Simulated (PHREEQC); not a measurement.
A solution holds 3 mmol/kgw Pb(NO3)2, at 45 °C. Closed to the air; pH follows from the charge balance.

Computed with PHREEQC (ion-association model, phreeqc.dat).

Each row changes one thing in this solution. This is a speciation only: nothing precipitates in the calculation.

```
case                                               pH  ionic strength (mol/kgw)
-----------------------------------------------  ----  ------------------------
as made                                          5.19                   0.00867
Pb(NO3)2 replaced by NaNO3 at the same molality  6.70                   0.00300
0.00024 mol/kgw K2SO4 added                      5.21                   0.00901
diluted 2-fold with water                         ___                       ___
temperature from 45 to 80 °C                      ___                   0.00868
Pb(NO3)2 from 0.003 to 0.0003 mol/kgw            5.65                  0.000893
Pb(NO3)2 from 0.003 to 0.015 mol/kgw             4.86                       ___
```

### Question
Complete the blanks.

### Answer

- diluted 2-fold with water, pH: 5.33
- diluted 2-fold with water, ionic strength (mol/kgw): 0.00440
- temperature from 45 to 80 °C, pH: 5.20
- Pb(NO3)2 from 0.003 to 0.015 mol/kgw, ionic strength (mol/kgw): 0.0402

Some of these states are supersaturated (in Pb(OH)2, Anglesite, for instance). Constants without temperature data keep their 25 °C values here.
